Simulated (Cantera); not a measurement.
A closed system holds: 1 mol SiH4, 5 mol HCl, 35 mol H2, held at 1798 K.

Equilibrium computed with Cantera from the NASA thermochemical tables; the gas is ideal and each condensed phase is pure. Candidate condensed phases: Si; 19 gas species. The tables' values for SiCl3, SiCl are old estimates; treat these amounts as uncertain. Gases not in the tables: Si2H6 and higher silanes. The numbers say what is thermodynamically allowed, not how fast it happens.

log p: log10 of the partial pressure in bar; n: condensed amount in mol.

```json
[
 {"P (Pa)": "100", "log p H2": "-3.05", "log p HCl": "-4.11", "log p SiCl2": "-4.70", "log p H": "-4.98", "log p Si": "-5.53", "log p SiCl3": "-7.58", "log p Cl": "-6.16", "n Si(l)": "…"},
 {"P (Pa)": "300", "log p H2": "-2.57", "log p HCl": "-3.64", "log p SiCl2": "-4.21", "log p H": "-4.74", "log p Si": "-5.51", "log p SiCl3": "-6.86", "log p Cl": "-5.92", "n Si(l)": "…"},
 {"P (Pa)": "880", "log p H2": "-2.10", "log p HCl": "-3.17", "log p SiCl2": "-3.74", "log p H": "-4.50", "log p Si": "-5.51", "log p SiCl3": "-6.15", "log p Cl": "-5.69", "n Si(l)": "…"},
 {"P (Pa)": "2600", "log p H2": "-1.63", "log p HCl": "-2.70", "log p SiCl2": "-3.27", "log p H": "-4.27", "log p Si": "-5.51", "log p SiCl3": "-5.45", "log p Cl": "-5.45", "n Si(l)": "0.118"},
 {"P (Pa)": "7700", "log p H2": "-1.16", "log p HCl": "-2.23", "log p SiCl2": "-2.80", "log p H": "-4.03", "log p Si": "-5.51", "log p SiCl3": "-4.74", "log p Cl": "-5.22", "n Si(l)": "0.122"},
 {"P (Pa)": "23000", "log p H2": "-0.68", "log p HCl": "-1.75", "log p SiCl2": "-2.33", "log p H": "-3.80", "log p Si": "-5.51", "log p SiCl3": "-4.03", "log p Cl": "-4.98", "n Si(l)": "0.122"},
 {"P (Pa)": "68000", "log p H2": "-0.21", "log p HCl": "-1.28", "log p SiCl2": "-1.87", "log p H": "-3.56", "log p Si": "-5.51", "log p SiCl3": "-3.34", "log p Cl": "-4.75", "n Si(l)": "0.119"},
 {"P (Pa)": "200000", "log p H2": "0.26", "log p HCl": "-0.82", "log p SiCl2": "-1.41", "log p H": "-3.32", "log p Si": "-5.51", "log p SiCl3": "-2.65", "log p Cl": "-4.52", "n Si(l)": "0.111"}
]
```

Q: Some entries are withheld; supply them.

A: 
- 100, n Si(l): 0
- 300, n Si(l): 0.0721
- 880, n Si(l): 0.106
